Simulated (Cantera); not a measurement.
A closed system holds: 1 mol n-butane, a varied amount of H2O, 63 mol H2, held at 2600 K and 0.0300 bar.

Cantera equilibrium calculation (NASA polynomials, part measured and part estimated; ideal gas, pure solids and liquids). Candidate condensed phases: C, C6H6, C7H8, C8H18, H2O; 110 gas species. Kinetics and transport are ignored.

### Question
Which condensed phases are stable at each of these points (n(H2O) (mol)): 0.086, 0.17, 0.34, 0.67, 1.3, 2.7, 5.3?

### Answer
| n(H2O) (mol) | condensed phases | C condensed (%) |
|---|---|---|
| 0.086 | C(graphite) | 47.2 |
| 0.17 | C(graphite) | 45.0 |
| 0.34 | C(graphite) | 40.6 |
| 0.67 | C(graphite) | 32.2 |
| 1.3 | C(graphite) | 16.0 |
| 2.7 | gas only | 0.0 |
| 5.3 | gas only | 0.0 |

From 0.086 mol H2O to 1.3 mol H2O the condensed part is C(graphite). From 2.7 mol H2O to 5.3 mol H2O nothing is condensed.
